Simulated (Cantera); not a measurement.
A closed system holds: 1 mol borazine, 0.64 mol NH3, 0.3 mol H2, at 25.0 Pa.

These are equilibrium values from Cantera (NASA tables, ideal gas, pure condensed phases), not measurements of a reactor. Candidate condensed phases: B, BN; 15 gas species. The feed counts by its element totals alone. Mutual solubility and eutectic melting of coexisting phases are not modelled. Kinetics and transport are ignored.

Question: Which condensed phases are stable at each of these points (T (°C)): 825, 925, 1025, 1125, 1225, 1325, 1425, 1525, 1625, 1725, 1825, 1925, 2025, 2125?

Answer: 
| T (°C) | condensed phases | B condensed (%) |
|---|---|---|
| 825 | BN(s) | 100.0 |
| 925 | BN(s) | 100.0 |
| 1025 | BN(s) | 100.0 |
| 1125 | BN(s) | 100.0 |
| 1225 | BN(s) | 100.0 |
| 1325 | BN(s) | 100.0 |
| 1425 | BN(s) | 100.0 |
| 1525 | BN(s) | 100.0 |
| 1625 | B(s) + BN(s) | 100.0 |
| 1725 | B(s) | 99.8 |
| 1825 | B(s) | 99.3 |
| 1925 | B(s) | 97.3 |
| 2025 | B(s) | 89.4 |
| 2125 | B(l) | 60.1 |

From 825 °C to 1525 °C the condensed part is BN(s). At 1625 °C the condensed part is B(s) + BN(s). From 1725 °C to 2025 °C the condensed part is B(s). At 2125 °C the condensed part is B(l).
